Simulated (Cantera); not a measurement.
Feed: 1 mol HMDSO, 1.6 mol CO2, 1.6 mol H2, equilibrated at 0.975 Torr.

These are equilibrium values from Cantera (NASA tables, ideal gas, pure condensed phases), not measurements of a reactor. Candidate condensed phases: C, C6H6, C7H8, C8H18, H2O, Si, SiC, SiO2; 123 gas species. The feed counts by its element totals alone. The numbers say what is thermodynamically allowed, not how fast it happens.

Q: Which condensed phases are stable at each of these points (T (°C)): 452, 502, 552, 602, 652, 702, 752, 802?

A: 
```csv
T (°C),condensed phases,Si condensed (%)
452,C(graphite) + SiO2(α-quartz),100.0
502,C(graphite) + SiO2(α-quartz),100.0
552,C(graphite) + SiO2(α-quartz),100.0
602,C(graphite) + SiO2(β-quartz),100.0
652,C(graphite) + SiO2(β-quartz),100.0
702,C(graphite) + SiO2(β-quartz),100.0
752,C(graphite) + SiO2(β-quartz),100.0
802,C(graphite) + SiO2(β-quartz),100.0
```

From 452 °C to 552 °C the condensed part is C(graphite) + SiO2(α-quartz). From 602 °C to 802 °C the condensed part is C(graphite) + SiO2(β-quartz).
